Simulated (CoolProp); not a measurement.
Decamethylcyclopentasiloxane (D5) along the isotherm 346.85 °C: Z from the reference equation and from simpler models built on Tc = 345.1 °C, pc = 1.078 MPa, ω = 0.631; each cubic takes its own stable root.

Model: reference Helmholtz-energy equation of state, Thol 2019, in CoolProp.

```csv
p (MPa),phase,reference
0.00852,gas,0.9972
0.0133,gas,0.9956
0.0207,gas,0.9932
0.0322,gas,0.9894
0.0501,gas,0.9834
0.078,gas,0.9740
0.121,gas,0.9593
0.189,gas,0.9353
0.294,gas,0.8966
0.458,gas,0.8308
0.714,gas,0.7092
1.73,supercritical,0.2466
2.69,supercritical,0.3505
```

Q: How far does each simpler model (van der Waals, Redlich-Kwong, Soave-Redlich-Kwong, Peng-Robinson) lie from the reference over these 13 states: mean and median of the absolute difference, and the worst?

A: 
- van der Waals: mean 8.3 %, median 0.7 %, worst +48.4 % at 346.85 °C and 1.73 MPa
- Redlich-Kwong: mean 3.5 %, median 0.2 %, worst +22.6 % at 346.85 °C and 1.73 MPa
- Soave-Redlich-Kwong: mean 3.6 %, median 0.2 %, worst +23.2 % at 346.85 °C and 1.73 MPa
- Peng-Robinson: mean 1.5 %, median 0.2 %, worst +11.1 % at 346.85 °C and 1.73 MPa
